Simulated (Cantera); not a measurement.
Charge: 1 mol Si3N4, 0.011 mol N2, at 2825 K and 20.0 Pa.

Method: chemical equilibrium by Gibbs-energy minimisation in Cantera with the NASA 1993 tables (ideal gas, pure condensed phases). Candidate condensed phases: Si, Si3N4; 7 gas species. The tables' values for SiN are old estimates; treat these amounts as uncertain. Kinetics and transport are ignored.

Base state: Si 0.598, N2 0.401, SiN 0.000350, N 0.000188, Si2 7.15e-5 (mole fractions); condensed: gas only.

Problem. What changes in the equilibrium state with this change: Si3N4 replaced by AlN?

Solution. 
```json
[
 {"species": "Al", "before": "0", "after": "0.662"},
 {"species": "N2", "before": "0.401", "after": "0.338"},
 {"species": "N", "before": "0.000188", "after": "0.000173"},
 {"species": "Si", "before": "0.598", "after": "0"},
 {"species": "SiN", "before": "0.000350", "after": "0"},
 {"species": "Si2", "before": "7.15e-5", "after": "0"}
]
```
Further candidate phases: Al, AlN.

Problem. What changes in the equilibrium state with this change: Si3N4 replaced by ZrN?

Solution. 
```tsv
species	before	after
N2	0.401	0.666
Zr	0	0.334
N	0.000188	0.000243
Si	0.598	0
SiN	0.000350	0
Si2	7.15e-5	0
Zr(l), mol	0	0.744
```
Condensed phases not in the tables: N, O or C dissolved in the metal. Further candidate phases: Zr, ZrN.
